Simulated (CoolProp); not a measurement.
Properties of normal hydrogen along the isotherm 54.4 K.

The numbers come from the reference Helmholtz-energy equation of state, Leachman 2009 in CoolProp.

```
p (MPa)  phase  cp (kJ/(kg K))  speed of sound (m/s)
-------  -----  --------------  --------------------
0.054      gas           10.41                 610.4
0.108      gas           10.48                 610.0
0.162      gas           10.55                 609.6
0.216      gas           10.62                 609.3
0.27       gas           10.69                 608.9
0.324      gas           10.77                 608.5
0.378      gas           10.84                 608.2
0.432      gas           10.92                 607.9
0.486      gas           10.99                 607.6
0.54       gas           11.07                 607.3
0.594      gas           11.15                 607.0
0.648      gas           11.23                 606.7
```
